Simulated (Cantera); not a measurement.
Cantera run, input and output.

```python
import numpy as np
import cantera as ct

gas = ct.Solution("gri30.yaml", transport_model="mixture-averaged")
show = ['H2O', 'NO', 'NH3']

rows = []
print(f"{'T/K':>7s}{'rho':>11s}{'cp':>10s}{'mu':>11s}{'lambda':>11s}{'Pr':>7s}" + "".join(f"{'D_' + s:>11s}" for s in show))
for T in [400, 600, 800, 1000, 1200, 1400, 1600, 1800]:
    gas.TPX = T, 87000, {'NO': 0.56}
    Pr = gas.cp_mass * gas.viscosity / gas.thermal_conductivity
    D = [gas.mix_diff_coeffs_mole[gas.species_index(s)] for s in show]
    rows.append([gas.density, gas.cp_mass, gas.viscosity, gas.thermal_conductivity, Pr, *D])
    print(f"{T:7g}{gas.density:11.4e}{gas.cp_mass:10.1f}{gas.viscosity:11.4e}"
          f"{gas.thermal_conductivity:11.4e}{Pr:7.3f}" + "".join(f"{d:11.4e}" for d in D))
print("SI units: kg/m3, J/kg/K, Pa s, W/m/K, m2/s")
```

Output:

```
    T/K        rho        cp         mu     lambda     Pr      D_H2O       D_NO      D_NH3
    400 7.8493e-01     998.6 2.3120e-05 3.2415e-02  0.712 4.5528e-05 7.7698e-03 4.3955e-05
    600 5.2329e-01    1040.9 3.0618e-05 4.5123e-02  0.706 9.6750e-05 1.5861e-02 9.2303e-05
    800 3.9247e-01    1092.2 3.7097e-05 5.7252e-02  0.708 1.6200e-04 2.5998e-02 1.5350e-04
   1000 3.1397e-01    1132.7 4.2948e-05 6.8643e-02  0.709 2.3949e-04 3.7956e-02 2.2599e-04
   1200 2.6164e-01    1159.2 4.8363e-05 7.9343e-02  0.707 3.2803e-04 5.1586e-02 3.0871e-04
   1400 2.2427e-01    1181.0 5.3449e-05 8.9432e-02  0.706 4.2680e-04 6.6779e-02 4.0095e-04
   1600 1.9623e-01    1198.6 5.8275e-05 9.8988e-02  0.706 5.3520e-04 8.3451e-02 5.0214e-04
   1800 1.7443e-01    1212.8 6.2887e-05 1.0808e-01  0.706 6.5275e-04 1.0154e-01 6.1188e-04
SI units: kg/m3, J/kg/K, Pa s, W/m/K, m2/s
```

Detailed kinetics in Cantera: GRI-Mech 3.0 (53 species, 325 reactions). The composition is frozen, though it would react at the higher temperatures.
